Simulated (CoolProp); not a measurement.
The fluoroketone C6F12O (FK-5-1-12) at several states: Z from the reference equation and from simpler models built on Tc = 441.8 K, pc = 18.69 bar, ω = 0.471; each cubic takes its own stable root.

Values from CoolProp's reference Helmholtz-energy equation of state, McLinden 2015.

```json
[
 {"T (K)": "305.4", "p (bar)": "0.299", "phase": "gas", "reference": "0.9776"},
 {"T (K)": "378.8", "p (bar)": "0.175", "phase": "gas", "reference": "0.9942"},
 {"T (K)": "477.2", "p (bar)": "45.1", "phase": "supercritical", "reference": "0.4139"},
 {"T (K)": "302.1", "p (bar)": "0.544", "phase": "liquid", "reference": "0.004304"}
]
```

Problem. How far does each simpler model (Redlich-Kwong, Peng-Robinson) lie from the reference over these 4 states: mean and median of the absolute difference, and the worst?

Solution. 
- Redlich-Kwong: mean 5615.8 %, median 3.7 %, worst +22455.8 % at 302.1 K and 0.544 bar
- Peng-Robinson: mean 2.5 %, median 1.7 %, worst +6.8 % at 477.2 K and 45.1 bar

At some of these states Redlich-Kwong gives the other phase, because its saturation line lies elsewhere.
